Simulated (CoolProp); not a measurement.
The fluid at 293.15 K and 0.559 MPa (liquid) is heated at constant pressure to 403.8 K. The same conditions are run with several fluids, on thermodynamics alone (safety and materials aside).

Computed with CoolProp (reference Helmholtz-energy equation of state of each fluid (n-perfluoropentane: Gao 2022; R227EA: Lemmon 2016; R141b: Lemmon 2006; R11: Jacobsen 1992; decamethyltetrasiloxane (MD2M): Thol 2017)).

```json
[
 {"fluid": "n-perfluoropentane", "heat (kJ/kg)": "187", "final phase": "gas", "final density (kg/m³)": "(withheld)"},
 {"fluid": "R227EA", "heat (kJ/kg)": "214", "final phase": "gas", "final density (kg/m³)": "29.9"},
 {"fluid": "R141b", "heat (kJ/kg)": "314", "final phase": "gas", "final density (kg/m³)": "21.2"},
 {"fluid": "R11", "heat (kJ/kg)": "(withheld)", "final phase": "gas", "final density (kg/m³)": "24.7"},
 {"fluid": "decamethyltetrasiloxane (MD2M)", "heat (kJ/kg)": "(withheld)", "final phase": "liquid", "final density (kg/m³)": "743"}
]
```

Problem. What belongs in the gaps?

Solution. 
- n-perfluoropentane, final density (kg/m³): 54.4
- R11, heat (kJ/kg): 246
- decamethyltetrasiloxane (MD2M), heat (kJ/kg): 204
